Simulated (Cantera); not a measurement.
## Gas activation for diamond growth

A perfectly stirred reactor is fed with CH₄ : H₂ : O₂ = 0.003 : 1 : 0.0024 (molar parts), equivalence ratio 210, at 0.0133 bar; it is held at 2225 K, and followed from long to short residence time.

Model: GRI-Mech 3.0 (53 species, 325 reactions), integrated in Cantera. Radical loss at walls, strong at low pressure, is not modelled.

```tsv
τ (s)	x CH₄	x H₂	x O₂	x HO₂	x H₂O
14	7.51e-6	0.944	1.45e-8	1.04e-12	0.00176
3.6	3.05e-5	0.952	6.51e-8	5.25e-12	0.00201
0.92	0.000120	0.963	3.51e-7	3.80e-11	0.00289
0.24	0.000386	0.972	1.91e-6	2.84e-10	0.00398
0.062	0.00103	0.977	1.04e-5	2.09e-9	0.00451
0.016	0.00203	0.982	6.03e-5	1.72e-8	0.00458
0.0042	0.00260	0.987	0.000348	1.50e-7	0.00405
0.0011	0.00285	0.991	0.00147	1.11e-6	0.00182
```
x: mole fraction; the columns are a selection and need not sum to one.
